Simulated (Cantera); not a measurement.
Feed: 1 mol Fe, 0.0021 mol H₂S, 99 mol H₂, equilibrated at 120 Pa.

These are equilibrium values from Cantera (NASA tables, ideal gas, pure condensed phases), not measurements of a reactor. Candidate condensed phases: Fe, FeS, FeS₂, S; 8 gas species. The numbers say what is thermodynamically allowed, not how fast it happens.

x: gas mole fraction; n: condensed amount in mol.

```tsv
T (K)	x H₂	x H	x Fe	x H₂S	x S	n Fe(α)	n Fe(γ)
848	1.000	5.49e-10	<1e-12	2.12e-5	<1e-12	1.00	0
948	1.000	1.51e-8	<1e-12	2.12e-5	<1e-12	1.00	0
1048	1.000	2.23e-7	1.17e-10	2.12e-5	4.86e-12	1.00	0
1148	1.000	2.07e-6	6.65e-9	2.12e-5	1.04e-10	1.000	0
1248	1.000	1.35e-5	1.94e-7	2.10e-5	1.35e-9	0	1.000
1348	1.000	(withheld)	(withheld)	2.06e-5	(withheld)	0	1.000
1448	1.000	0.000266	3.97e-5	1.95e-5	7.52e-8	0	0.996
1548	0.999	0.000888	0.000336	1.74e-5	3.50e-7	0	0.967
1648	0.995	0.00256	0.00217	1.39e-5	1.20e-6	0	0.784
1748	0.983	0.00654	0.00997	9.64e-6	3.04e-6	0	0
1848	0.975	(withheld)	0.00992	(withheld)	(withheld)	0	0
1948	0.958	0.0319	0.00984	3.13e-6	8.93e-6	0	0
2048	0.928	0.0623	0.00969	1.56e-6	1.16e-5	0	0
```

Problem. Fill in the missing entries.

Solution. 
- 1848, x H: 0.0151
- 1848, x H₂S: 5.82e-6
- 1848, x S: 5.83e-6
- 1348, x H: 6.68e-5
- 1348, x Fe: 3.40e-6
- 1348, x S: 1.19e-8
